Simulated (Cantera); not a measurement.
Input (Python, Cantera):

```python
import numpy as np
import cantera as ct

gas = ct.Solution("gri30.yaml")
gas.TPX = 1048, 13332, {'C2H6': 1, 'N2': 1.7}
reactor = ct.IdealGasConstPressureReactor(gas, energy="off", clone=False)
net = ct.ReactorNet([reactor])
net.rtol, net.atol = 1e-08, 1e-18
show = ['C2H6', 'HCN', 'H', 'H2', 'C2H2', 'CH2', 'CH4']
times = np.geomspace(0.0004, 200, 14)

steps = ct.SolutionArray(gas, extra=["t"])
rows = []
print(f"{'t/s':>10s}{'T/K':>9s}{'P/Pa':>11s}" + "".join(f"{s:>11s}" for s in show))
for t in times:
    while net.time < t:
        t_next = net.step()
        steps.append(gas.state, t=t_next)
    rows.append([np.interp(t, steps.t, y) for y in (steps.T, steps.P, *steps(*show).X.T)])
    print(f"{t:10.3e}{rows[-1][0]:9.1f}{rows[-1][1]:11.4g}" + "".join(f"{x:11.3e}" for x in rows[-1][2:]))
rate = np.gradient(steps.T, steps.t)
print("integrator steps:", len(steps.t))
if steps.T.max() > steps.T[0] + 200:
    print(f"time of steepest temperature rise: {steps.t[rate.argmax()]:.4e} s")
gas.TPX = 1048, 13332, {'C2H6': 1, 'N2': 1.7}
gas.equilibrate("TP")
print(f"equilibrium (TP): T = {gas.T:.1f} K  " + "  ".join(f"{s} {gas[s].X[0]:.3e}" for s in show))
```

It prints:

```
       t/s      T/K       P/Pa       C2H6        HCN          H         H2       C2H2        CH2        CH4
 4.000e-04   1048.0  1.333e+04  3.704e-01  1.639e-20  3.845e-09  5.519e-07  5.332e-14  2.194e-14  6.447e-07
 1.098e-03   1048.0  1.333e+04  3.704e-01  1.572e-18  1.605e-08  7.111e-06  7.559e-12  4.934e-14  2.703e-06
 3.012e-03   1048.0  1.333e+04  3.703e-01  4.854e-17  5.059e-08  6.860e-05  6.559e-10  1.079e-13  8.928e-06
 8.264e-03   1048.0  1.333e+04  3.696e-01  3.823e-16  1.348e-07  5.429e-04  4.151e-08  4.081e-13  3.171e-05
 2.268e-02   1048.0  1.333e+04  3.655e-01  2.520e-15  2.561e-07  3.397e-03  1.672e-06  1.705e-12  1.631e-04
 6.223e-02   1048.0  1.333e+04  3.510e-01  6.294e-15  2.878e-07  1.350e-02  2.388e-05  2.128e-12  6.886e-04
 1.707e-01   1048.0  1.333e+04  3.136e-01  9.265e-15  3.051e-07  3.956e-02  1.607e-04  1.986e-12  2.126e-03
 4.685e-01   1048.0  1.333e+04  2.311e-01  1.164e-14  3.447e-07  9.699e-02  7.315e-04  1.667e-12  5.731e-03
 1.286e+00   1048.0  1.333e+04  1.049e-01  1.355e-14  4.029e-07  1.841e-01  2.582e-03  1.089e-12  1.304e-02
 3.528e+00   1048.0  1.333e+04  2.313e-02  1.602e-14  3.441e-07  2.401e-01  7.146e-03  4.112e-13  2.134e-02
 9.680e+00   1048.0  1.333e+04  9.705e-03  1.984e-14  2.505e-07  2.496e-01  1.449e-02  2.146e-13  2.793e-02
 2.656e+01   1048.0  1.333e+04  8.627e-03  2.772e-14  2.214e-07  2.480e-01  2.474e-02  2.207e-13  3.929e-02
 7.289e+01   1048.0  1.333e+04  7.562e-03  4.412e-14  1.782e-07  2.361e-01  3.280e-02  2.286e-13  6.079e-02
 2.000e+02   1048.0  1.333e+04  6.248e-03  7.400e-14  1.266e-07  2.107e-01  3.593e-02  2.153e-13  9.394e-02
integrator steps: 1442
equilibrium (TP): T = 1048.0 K  C2H6 5.166e-04  HCN 4.358e-02  H 4.794e-09  H2 5.066e-02  C2H2 5.086e-02  CH2 1.718e-14  CH4 3.148e-01
```

Detailed kinetics in Cantera: GRI-Mech 3.0 (53 species, 325 reactions). GRI-Mech 3.0 stops at C3 and has no aromatics, soot or wall deposition, so with more carbon than oxygen in the feed, carbon stays in small species such as C2H2 where larger ones or solid carbon would form.
